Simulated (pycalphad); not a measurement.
# The Sn-Zr system

Source of the numbers: pycalphad with the COST 507 light-alloy database (1999); pressure 1 atm. The data set is of 1999 and partly superseded.

Phases 1 to 3 are ordered by rising Zr content. The map covers 227 °C to 1727 °C; reactions that its mapper missed or could not classify are not listed.

```json
[
 {"reaction on cooling": "liquid → SN3ZR5 + bcc", "T (°C)": "1595.4", "Zr in phase 1 (at.%)": "62.5", "Zr in phase 2 (at.%)": "82.9", "Zr in phase 3 (at.%)": "84.4"},
 {"reaction on cooling": "SN3ZR5 + bcc → SNZR4", "T (°C)": "…", "Zr in phase 1 (at.%)": "62.5", "Zr in phase 2 (at.%)": "80.0", "Zr in phase 3 (at.%)": "89.1"},
 {"reaction on cooling": "liquid + SN3ZR5 → SN2ZR", "T (°C)": "1160.2", "Zr in phase 1 (at.%)": "19.0", "Zr in phase 2 (at.%)": "33.3", "Zr in phase 3 (at.%)": "62.5"},
 {"reaction on cooling": "SNZR4 + bcc → hcp", "T (°C)": "980.8", "Zr in phase 1 (at.%)": "80.0", "Zr in phase 2 (at.%)": "94.1", "Zr in phase 3 (at.%)": "96.9"},
 {"reaction on cooling": "liquid → bct (Sn) + SN2ZR", "T (°C)": "…", "Zr in phase 1 (at.%)": "none", "Zr in phase 2 (at.%)": "…", "Zr in phase 3 (at.%)": "33.3"}
]
```

Task: Complete the blanks.

Result: 
- SN3ZR5 + bcc → SNZR4, T (°C): 1322.4
- liquid → bct (Sn) + SN2ZR, T (°C): 228.9
- liquid → bct (Sn) + SN2ZR, Zr in phase 2 (at.%): 0.56

Database names, with the compositions (at.%) that they take in these runs: SN3ZR5: Zr 62 Sn 38; SNZR4: Zr 80 Sn 20; SN2ZR: Sn 67 Zr 33. An entry "none" or "no" means that the model of the phase leaves that element out.
